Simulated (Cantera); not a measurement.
Input (Python, Cantera) and output of one run.

```python
import numpy as np
import cantera as ct

gas_names = """
    CL CL2 H HCL H2 Si SiCL SiCL2 SiCL3 SiCL4 SiH SiHCL3 SiH2 SiH2CL2 SiH3 SiH3CL SiH4 Si2 Si3
""".split()
cond_names = """
    Si(cr) Si(L)
""".split()


# ... load() reads the species with a 1 bar reference pressure and builds the phases ...
atoms = {
    'SiCl4': {'Si': 1, 'CL': 4},
    'Cl2': {'CL': 2},
    'H2': {'H': 2},
}
top_T = {}  # K; cautious upper limits of use, not melting points


# ... equilibrate(T, P, feed) seeds the gas with the atoms and calls Mixture.equilibrate('TP', solver="vcs", rtol=1e-11, max_steps=5000) ...
results = []
T = 1373.15  # K
P = 14000  # Pa
for m in [0.6, 0.7, 0.83, 0.98, 1.2, 1.4, 1.6, 1.9, 2.2, 2.6, 3.1]:
    feed = {'SiCl4': 1, 'Cl2': 1.9, 'H2': m}  # mol
    mix = equilibrate(T, P, feed)
    results.append((T, P, feed, dict(zip(mix.species_names, mix.species_moles))))

top = {s: max(r[3][s] / sum(r[3][g] for g in gas_names) for r in results) for s in gas_names}
cols = sorted((s for s in top if top[s] > 1e-05), key=lambda s: -top[s])[:5]
seen = [c for c in cond_names if any(r[3].get(c, 0) > 1e-12 for r in results)]
print("log10 of partial pressures in bar; condensed amounts in mol")
print(f"{'n(H2)':>10s}" + "".join(f"{s[:9]:>10s}" for s in cols + seen))
for T, P, feed, n in results:
    ng = sum(n[g] for g in gas_names)
    print(f"{feed['H2']:10.4g}" + "".join(f"{np.log10(max(n[s] / ng * P / 1e5, 1e-99)):10.3f}" for s in cols)
          + "".join(f"{n.get(c, 0):10.4g}" for c in seen))
```

It prints:

```
log10 of partial pressures in bar; condensed amounts in mol
     n(H2)       HCL       CL2     SiCL4        H2        CL
       0.6    -1.327    -1.314    -1.406    -9.180    -2.295
       0.7    -1.272    -1.362    -1.418    -9.022    -2.319
      0.83    -1.212    -1.428    -1.433    -8.837    -2.352
      0.98    -1.157    -1.513    -1.449    -8.641    -2.394
       1.2    -1.092    -1.659    -1.472    -8.365    -2.468
       1.4    -1.045    -1.832    -1.492    -8.098    -2.554
       1.6    -1.005    -2.085    -1.510    -7.766    -2.680
       1.9    -0.956    -5.065    -1.536    -4.687    -4.171
       2.2    -0.979    -7.678    -1.579    -2.120    -5.477
       2.6    -1.009    -8.080    -1.625    -1.778    -5.678
       3.1    -1.043    -8.348    -1.677    -1.579    -5.812
```

These are equilibrium values from Cantera (NASA tables, ideal gas, pure condensed phases), not measurements of a reactor. The tables' values for SiCl3 are old estimates; treat these amounts as uncertain.
